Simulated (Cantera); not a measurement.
Fluorocarbon and chlorocarbon gases: CF4 + Si + F2 + H2

Input: 1 mol CF4, 0.18 mol Si, 2.4 mol F2, 0.00028 mol H2, equilibrated at 100 Torr.

Cantera equilibrium calculation (NASA polynomials, part measured and part estimated; ideal gas, pure solids and liquids). Candidate condensed phases: C, C6H6, C7H8, C8H18, Si, SiC; 113 gas species. The tables' values for SiF3 are old estimates; treat these amounts as uncertain. Gases not in the tables: C2F6 and larger saturated fluorocarbons. Kinetics and transport are ignored.

From 2300 K to 2825 K nothing is condensed. The main Si-bearing gas is SiF4 throughout.

```
T (K)    x F   x CF4     x CF2  x SiF4     x CF3
-----  -----  ------  --------  ------  --------
2300   0.776   0.189  0.000313  0.0342  0.000419
2375   0.776   0.187   0.00138  0.0341   0.00101
2450   0.778   0.180   0.00539  0.0338   0.00224
2525   0.784   0.160    0.0177  0.0328   0.00435
2600   0.797   0.120    0.0446  0.0309   0.00673
2675   0.814  0.0692    0.0797  0.0283   0.00765
2750   0.827  0.0314     0.106  0.0263   0.00661
2825   0.833  0.0124     0.118  0.0251   0.00486
```
x: gas mole fraction; nothing condenses.
